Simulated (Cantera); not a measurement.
A perfectly stirred reactor is fed with 10.5 % CH4, 0.859 % H2, 15.3 % O2, 73.4 % N2, at 0.590 bar; it is adiabatic with a 475 K inlet, and is followed from long to short residence time, starting on the burning branch (τ in s: 0.3, 0.096, 0.031, 0.0097, 0.0031, 0.00099, 0.00031, 0.0001, 3.2e-05, 1e-05).

Detailed kinetics in Cantera: GRI-Mech 3.0 (53 species, 325 reactions).

Task: Predict: blow-out, bracketed by the residence times tried; x(CH4) at τ = 0.300 s; x(H2) at τ = 0.300 s; x(O2) at τ = 0.300 s; x(OH) at τ = 0.300 s; x(H) at τ = 0.300 s; x(CH4) at τ = 0.990 ms; x(H2) at τ = 0.990 ms; x(O2) at τ = 0.990 ms; x(OH) at τ = 0.990 ms; x(H) at τ = 0.990 ms.

Result: 
- blow-out, bracketed by the residence times tried: burning at 0.990 ms, out at 0.310 ms
- x(CH4) at τ = 0.300 s: 0.000262
- x(H2) at τ = 0.300 s: 0.0541
- x(O2) at τ = 0.300 s: 0.000109
- x(OH) at τ = 0.300 s: 0.000148
- x(H) at τ = 0.300 s: 0.000643
- x(CH4) at τ = 0.990 ms: 0.00285
- x(H2) at τ = 0.990 ms: 0.0484
- x(O2) at τ = 0.990 ms: 0.00844
- x(OH) at τ = 0.990 ms: 0.000554
- x(H) at τ = 0.990 ms: 0.00236
